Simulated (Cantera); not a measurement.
Charge: 1 mol CuO, 0.34 mol CH4, 3.7 mol N2, held at 2002 °C and 21.0 Torr.

These are equilibrium values from Cantera (NASA tables, ideal gas, pure condensed phases), not measurements of a reactor. Candidate condensed phases: C, C6H6, C7H8, C8H18, Cu, CuO, Cu(OH)2, Cu2O, H2O; 139 gas species. Rates play no part.

Base state: N2 0.641, Cu 0.173, H2O 0.0847, CO 0.0376, H2 0.0269, CO2 0.0214, H 0.00833, OH 0.00408 (mole fractions); condensed: gas only.

Question: What changes in the equilibrium state with this change: CuO replaced by Cu2O?

Answer: 
```csv
species,before,after
N2,0.641,0.546
Cu,0.173,0.294
H2O,0.0847,0.0716
CO2,0.0214,0.0180
CO,0.0376,0.0322
H2,0.0269,0.0231
Cu2,0.000193,0.000558
CuO,8.24e-5,0.000138
NO,0.000989,0.000899
```
